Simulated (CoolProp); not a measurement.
n-pentane along the isotherm 472.4 K: density (kg/m³) from the reference equation and from simpler models built on Tc = 469.7 K, pc = 33.68 bar, ω = 0.251; each cubic takes its own stable root.

The numbers come from the reference Helmholtz-energy equation of state, Thol 2019 in CoolProp.

```tsv
p (bar)	phase	reference
30.6	gas	101.7
61.2	supercritical	400.5
91.8	supercritical	433.2
122	supercritical	453.3
153	supercritical	468.7
184	supercritical	481.1
214	supercritical	491.3
245	supercritical	500.4
276	supercritical	508.6
306	supercritical	515.7
337	supercritical	522.4
```

Task: How far does each simpler model (ideal gas, Redlich-Kwong) lie from the reference over these 11 states: mean and median of the absolute difference, and the worst?

Result: 
- ideal gas: mean 32.4 %, median 29.7 %, worst -71.9 % at 472.4 K and 61.2 bar
- Redlich-Kwong: mean 7.6 %, median 6.7 %, worst -14.8 % at 472.4 K and 61.2 bar
